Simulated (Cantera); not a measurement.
Charge: 1 mol BCl₃, 0.11 mol O₂, 3.3 mol N₂, equilibrated at 900 K and 9.80 mbar.

Method: chemical equilibrium by Gibbs-energy minimisation in Cantera with the NASA 1993 tables (ideal gas, pure condensed phases). Candidate condensed phases: B, BN, B₂O₃; 25 gas species. The numbers say what is thermodynamically allowed, not how fast it happens.

Base state: N₂ 0.755, BCl₃ 0.178, Cl₂ 0.0502, B₃O₃Cl₃ 0.0168, Cl 0.000167 (mole fractions); condensed: gas only.

### Question
What changes in the equilibrium state with this change: pressure from 9.80 mbar to 11.0 Pa?

### Answer
```json
[
 {"species": "N₂", "before": "0.755", "after": "0.754"},
 {"species": "BCl₃", "before": "0.178", "after": "0.178"},
 {"species": "Cl₂", "before": "0.0502", "after": "0.0495"},
 {"species": "Cl", "before": "0.000167", "after": "0.00157"},
 {"species": "B₃O₃Cl₃", "before": "0.0168", "after": "0.0168"}
]
```
